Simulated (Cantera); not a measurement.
Charge: 1 mol AlBr3, 21 mol N2O, 490 mol N2, 2.6 mol H2O, equilibrated at 2025 K and 1.00 Torr.

Equilibrium computed with Cantera from the NASA thermochemical tables; the gas is ideal and each condensed phase is pure. Candidate condensed phases: Al, AlBr3, AlN, Al2O3, Br2, H2O; 41 gas species. Kinetics and transport are ignored.

Base state: N2 0.967, O2 0.0159, Br 0.00561, H2O 0.00358, O 0.00279, NO 0.00250, OH 0.00120, H 0.000867 (mole fractions); condensed: Al2O3(s).

Task: What changes in the equilibrium state with this change: H2O from 2.6 to 5.7 mol?

Result: 
```json
[
 {"species": "N2", "before": "0.967", "after": "0.961"},
 {"species": "O2", "before": "0.0159", "after": "0.0159"},
 {"species": "H2O", "before": "0.00358", "after": "0.00845"},
 {"species": "OH", "before": "0.00120", "after": "0.00184"},
 {"species": "H2", "before": "0.000271", "after": "0.000637"},
 {"species": "H", "before": "0.000867", "after": "0.00133"},
 {"species": "HBr", "before": "7.61e-5", "after": "0.000115"},
 {"species": "Br", "before": "0.00561", "after": "0.00553"},
 {"species": "NO", "before": "0.00250", "after": "0.00249"},
 {"species": "Al2O3(s), mol", "before": "0.500", "after": "0.500"}
]
```

Task: What changes in the equilibrium state with this change: AlBr3 replaced by AlI3?

Result: 
| species | before | after |
|---|---|---|
| N2 | 0.967 | 0.967 |
| O2 | 0.0159 | 0.0159 |
| I | 0 | 0.00568 |
| Br | 0.00561 | 0 |
| HBr | 7.61e-5 | 0 |
| H2 | 0.000271 | 0.000273 |
| H2O | 0.00358 | 0.00361 |
| H | 0.000867 | 0.000871 |
| OH | 0.00120 | 0.00121 |
| Al2O3(s), mol | 0.500 | 0.500 |
Further candidate phases: AlI3, I2.
